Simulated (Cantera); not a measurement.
A freely propagating, adiabatic, planar premixed flame of CH4 : H2 : O2 : N2 = 1 : 0.26 : 1.94 : 8.91 (molar parts), unburnt at 575 K and 7.10 bar; mixture-averaged transport, grid criteria slope 0.08 and curve 0.16, no radiation.

Detailed kinetics in Cantera: GRI-Mech 3.0 (53 species, 325 reactions). Burning velocities carry a grid error of a few per cent, more on coarse grids.

**Question.** How do the results move with these cheaper or finer settings: unity-Lewis-number transport; multicomponent transport; multicomponent+Soret transport; grid criteria slope 0.5, curve 1; grid criteria slope 0.25, curve 0.5; grid criteria slope 0.03, curve 0.06?

**Answer.** 
| setting | laminar burning velocity | thermal thickness | peak x(H) | peak x(C2H) | grid points |
|---|---|---|---|---|---|
| as above | 42.0 cm/s | 0.105 mm | 0.00264 | 3.95e-7 | 142 |
| unity-Lewis-number transport | 31.3 cm/s | 0.128 mm | 0.00304 | 4.41e-7 | 148 |
| multicomponent transport | 42.3 cm/s | 0.106 mm | 0.00266 | 4.02e-7 | 142 |
| multicomponent+Soret transport | 42.0 cm/s | 0.106 mm | 0.00264 | 3.83e-7 | 143 |
| grid criteria slope 0.5, curve 1 | 46.9 cm/s | 0.114 mm | 0.00270 | 3.64e-7 | 34 |
| grid criteria slope 0.25, curve 0.5 | 44.0 cm/s | 0.109 mm | 0.00266 | 3.92e-7 | 56 |
| grid criteria slope 0.03, curve 0.06 | 41.3 cm/s | 0.105 mm | 0.00263 | 3.96e-7 | 326 |
The base run took around 7 core-seconds (rough).
Unity Lewis numbers drop preferential diffusion, which matters most where H2 and H carry the flame; Soret adds thermal diffusion.
